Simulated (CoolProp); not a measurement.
A single-stage vapour-compression cycle with R236FA: evaporating at 238.15 K (dew point), condensing at 306.15 K (bubble point), superheat 0 K, subcooling 0 K, compressor efficiency 0.6, no pressure losses. Each further row changes one setting.

The numbers come from the reference Helmholtz-energy equation of state, Pan 2012 in CoolProp.

```tsv
case	cooling COP	pressure ratio	discharge temperature (K)	refrigerating effect (kJ/kg)	volumetric capacity (kJ/m³)
as stated	1.41	17.9	327.8	94.0	144
evaporating temperature 243.15 K	1.62	13.5	324.9	97.4	…
condensing temperature 301.15 K	1.60	15.3	322.7	100	154
subcooling 5 K	1.51	17.9	327.8	100	154
superheat 10 K	1.46	17.9	339.2	101	…
compressor efficiency 0.5	1.18	17.9	…	94.0	144
```

Some entries are withheld; supply them.


- evaporating temperature 243.15 K, volumetric capacity (kJ/m³): 194
- superheat 10 K, volumetric capacity (kJ/m³): 149
- compressor efficiency 0.5, discharge temperature (K): 342.2
